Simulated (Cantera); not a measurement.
A perfectly stirred reactor is fed with 1.67 % H2, 98.3 % O2, equivalence ratio 0.0085, at 0.0263 atm; it is held at 1425 K, and followed from long to short residence time.

Detailed kinetics in Cantera: GRI-Mech 3.0 (53 species, 325 reactions). Radical loss at walls, strong at low pressure, is not modelled.

x: mole fraction; the columns are a selection and need not sum to one.

| τ (s) | x H2 | x O2 | x H2O | x HO2 | x O | x OH |
|---|---|---|---|---|---|---|
| 0.48 | 4.35e-5 | 0.979 | 0.0162 | ? | 0.00321 | 0.00113 |
| 0.19 | 7.25e-5 | 0.977 | 0.0159 | ? | 0.00521 | 0.00144 |
| 0.073 | 0.000121 | 0.974 | 0.0156 | ? | 0.00782 | 0.00177 |
| 0.028 | 0.000204 | 0.972 | 0.0153 | ? | 0.0103 | 0.00208 |
| 0.011 | 0.000367 | 0.970 | 0.0149 | ? | 0.0119 | 0.00236 |
| 0.0043 | 0.000737 | 0.969 | 0.0143 | ? | 0.0124 | 0.00269 |
| 0.0017 | 0.00158 | 0.970 | 0.0131 | 1.52e-6 | 0.0117 | 0.00313 |
| 0.00065 | 0.00355 | 0.971 | 0.0109 | 1.64e-6 | 0.00977 | 0.00357 |

What belongs in the gaps?


- 0.48, x HO2: 5.70e-7
- 0.19, x HO2: 7.55e-7
- 0.073, x HO2: 9.46e-7
- 0.028, x HO2: 1.11e-6
- 0.011, x HO2: 1.24e-6
- 0.0043, x HO2: 1.37e-6
